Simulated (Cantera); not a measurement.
A closed system holds: 1 mol Si3N4, 18 mol NF3, 4.3 mol N2, at 9.00 Pa.

These are equilibrium values from Cantera (NASA tables, ideal gas, pure condensed phases), not measurements of a reactor. Candidate condensed phases: Si, Si3N4; 16 gas species. Kinetics and transport are ignored. All values below are at 650 °C.

Base state: F 0.668, N2 0.259, SiF4 0.0508, F2 0.0218 (mole fractions); condensed: gas only.

**Question.** What changes in the equilibrium state with this change: pressure from 9.00 Pa to 0.100 bar?

**Answer.** 
```
species   before   after
-------  -------  ------
F2        0.0218   0.440
N2         0.259   0.369
F          0.668  0.0901
NF3      2.20e-7  0.0264
SiF4      0.0508  0.0749
```

**Question.** What changes in the equilibrium state with this change: 0.035 mol H2 added?

**Answer.** 
```csv
species,before,after
F,0.668,0.667
N2,0.259,0.259
SiF4,0.0508,0.0508
HF,0,0.00119
F2,0.0218,0.0217
```
